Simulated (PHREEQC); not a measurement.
PHREEQC input (ion-association model, wateq4f.dat):

```
SOLUTION_MASTER_SPECIES
  An  An-  0  An  62.0  # stands for a non-complexing anion
SOLUTION_SPECIES
  An- = An-
    -log_k 0
    -gamma 3.0 0
  PO4-3 + 3H+ = H3PO4  # constants of phreeqc.dat
    -log_k 21.721
    -delta_h -10.1 kJ
PHASES
  Fix_H+
    H+ = H+
    -log_k 0
SOLUTION 1
  temp 25
  units mmol/kgw
  pH 7 charge
  P 0.027
  Na 300.027
  An 300
END
SELECTED_OUTPUT 1
  -reset false
  -pH true
  -pe true
  -ionic_strength true
  -water true
  -totals Na P
  -molalities Hfo_wOH Hfo_wOH2+ Hfo_wO- Hfo_sOH Hfo_sOH2+ Hfo_sO- Hfo_wH2PO4 Hfo_wHPO4- Hfo_wPO4-2
USER_PUNCH 1
  -headings sigma psi
  10 PUNCH EDL("sigma", "Hfo"), EDL("psi", "Hfo")
PRINT
  -reset false
USE solution 1
SURFACE 1
  Hfo_wOH 4.49438e-05 600 0.02
  Hfo_sOH 1.1236e-06
EQUILIBRIUM_PHASES 1
  Fix_H+ -4 HAn 10
    -force_equality true
  O2(g) -0.68 10
END
# ... the last block is repeated for the other 16 points of pH, with NaOH or the acid as the point needs
```

Selected output (columns that matter, 17 of 17 rows; pH added in front):

```
pH	mu	Na	P	m_Hfo_wOH	m_Hfo_wOH2+	m_Hfo_wO-	m_Hfo_sOH	m_Hfo_sOH2+	m_Hfo_sO-	m_Hfo_wH2PO4	m_Hfo_wHPO4-	m_Hfo_wPO4-2	sigma	psi
4	0.30016	0.30003	2.5175e-06	1.9911e-07	2.0262e-05	4.4823e-11	1.0934e-08	1.1127e-06	2.4614e-12	1.9709e-05	4.7541e-06	1.9475e-08	0.13334	0.075862
4.5	0.30007	0.30003	2.9531e-06	4.2981e-07	2.0467e-05	2.0677e-10	2.311e-08	1.1005e-06	1.1118e-11	1.582e-05	8.1552e-06	7.1393e-08	0.1067	0.065795
5	0.30005	0.30003	3.5757e-06	8.3649e-07	2.0682e-05	7.7504e-10	4.3676e-08	1.0799e-06	4.0467e-11	1.1657e-05	1.1573e-05	1.9512e-07	0.078791	0.053055
5.5	0.30003	0.30003	4.3631e-06	1.5309e-06	2.0773e-05	2.5846e-09	7.7112e-08	1.0464e-06	1.3019e-10	7.9023e-06	1.4295e-05	4.3917e-07	0.05342	0.038892
6	0.30003	0.30003	5.3804e-06	2.7312e-06	2.0585e-05	8.3017e-09	1.3157e-07	9.9163e-07	3.9992e-10	4.8725e-06	1.5869e-05	8.7775e-07	0.031704	0.02442
6.5	0.30003	0.30003	6.9116e-06	4.9117e-06	1.9916e-05	2.775e-08	2.2204e-07	9.0031e-07	1.2545e-09	2.6169e-06	1.5843e-05	1.6288e-06	0.013566	0.010768
7	0.30003	0.30003	9.4836e-06	8.9882e-06	1.8338e-05	1.0092e-07	3.6822e-07	7.5125e-07	4.1345e-09	1.1308e-06	1.3606e-05	2.7799e-06	-0.0014563	-0.0011643
7.5	0.30003	0.30003	1.3421e-05	1.5761e-05	1.523e-05	3.7364e-07	5.6461e-07	5.456e-07	1.3385e-08	3.6346e-07	9.2329e-06	3.983e-06	-0.014558	-0.011543
8	0.30005	0.30004	1.8074e-05	2.4083e-05	1.0692e-05	1.2427e-06	7.5129e-07	3.3355e-07	3.8767e-08	8.2488e-08	4.5608e-06	4.2825e-06	-0.027191	-0.021139
8.5	0.30007	0.30005	2.2183e-05	3.0473e-05	6.2501e-06	3.4037e-06	8.5328e-07	1.7501e-07	9.5307e-08	1.3235e-08	1.584e-06	3.2196e-06	-0.040986	-0.030877
9	0.30009	0.30007	2.5067e-05	3.2453e-05	3.3448e-06	7.2133e-06	8.4778e-07	8.7378e-08	1.8844e-07	1.6075e-09	3.8285e-07	1.5485e-06	-0.059902	-0.042777
9.5	0.30012	0.30011	2.6475e-05	3.0794e-05	1.844e-06	1.178e-05	7.7896e-07	4.6646e-08	2.98e-07	1.609e-10	6.5956e-08	4.5915e-07	-0.089836	-0.058405
10	0.30023	0.30022	2.6884e-05	2.7015e-05	9.9408e-07	1.6818e-05	6.7713e-07	2.4916e-08	4.2156e-07	1.4142e-11	9.4341e-09	1.0688e-07	-0.13223	-0.075472
10.5	0.30056	0.30054	2.6975e-05	2.1585e-05	4.6678e-07	2.2867e-05	5.3993e-07	1.1676e-08	5.7199e-07	1.0848e-12	1.2314e-09	2.3737e-08	-0.18502	-0.091393
11	0.30157	0.30156	2.6995e-05	1.5014e-05	1.7358e-07	2.9751e-05	3.754e-07	4.34e-09	7.4386e-07	6.6339e-14	1.4085e-10	5.0789e-09	-0.24386	-0.10488
11.5	0.30478	0.30476	2.6999e-05	8.5475e-06	4.6045e-08	3.6349e-05	2.1369e-07	1.1511e-09	9.0875e-07	2.7205e-15	1.2397e-11	9.5932e-10	-0.29923	-0.11484
12	0.31494	0.3149	2.7e-05	3.786e-06	7.98e-09	4.115e-05	9.4651e-08	1.995e-10	1.0287e-06	6.2931e-17	7.3291e-13	1.4495e-10	-0.3391	-0.12031
```

Species that the database lacks are ignored. H3PO4, which wateq4f.dat lacks, is added to it with the constant of phreeqc.dat.
